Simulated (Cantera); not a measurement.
Feed: 1 mol SiO2, 0.68 mol Cl2, 8.1 mol O2, equilibrated at 1.33 mbar.

These are equilibrium values from Cantera (NASA tables, ideal gas, pure condensed phases), not measurements of a reactor. Candidate condensed phases: Si, SiO2; 15 gas species. Rates play no part. All values below are at 975 K.

Base state: O2 0.922, Cl2 0.0764, Cl 0.00200 (mole fractions); condensed: SiO2(β-quartz).

Task: What changes in the equilibrium state with this change: Cl2 from 0.68 to 8 mol?

Result: 
```
species               before    after
-------------------  -------  -------
O2                     0.922    0.502
Cl2                   0.0764    0.493
Cl                   0.00200  0.00509
SiO2(β-quartz), mol     1.00     1.00
```
